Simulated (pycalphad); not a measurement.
Source of the numbers: pycalphad with the COST 507 light-alloy database (1999); pressure 1 atm. The database dates from 1999; later assessments differ in places, in temperatures and in the compounds included. Phase fractions are per mole of atoms. Kinetics are ignored, which matters at the lower temperatures.

**Question.** Give the equilibrium state of Ti-1.06Hf-0.2B (at.%) at 1600 K.

**Answer.** 
```
T = 1600.00 K, P = 101325 Pa, N = 1 mol of atoms
G = -91778 J/mol, H = 43524 J/mol, S = 84.56 J/(mol K)  (SER reference)
chemical potentials (J/mol): Ti -90663, Hf -176084, B -195670
phase             fraction      x(Ti)      x(Hf)       x(B)
BCC_A2              0.9999     0.9875     0.0106     0.0019
BM                  0.0001     0.4991   0.000891     0.5000
```

**Question.** Give the equilibrium state of Ti-1.06Hf-0.2B (at.%) at 500 K.

**Answer.** 
```
T = 500.00 K, P = 101325 Pa, N = 1 mol of atoms
G = -17371 J/mol, H = 5202 J/mol, S = 45.14 J/(mol K)  (SER reference)
chemical potentials (J/mol): Ti -16886, Hf -33993, B -168255
phase             fraction      x(Ti)      x(Hf)       x(B)
HCP_A3              0.9961     0.9893     0.0106   6.32e-05
BM                  0.0039     0.4999   0.000139     0.5000
```

Database names, with the compositions (at.%) that they take in these runs: BM: Ti 50 B 50. BCC_A2 is bcc; HCP_A3 is hcp.
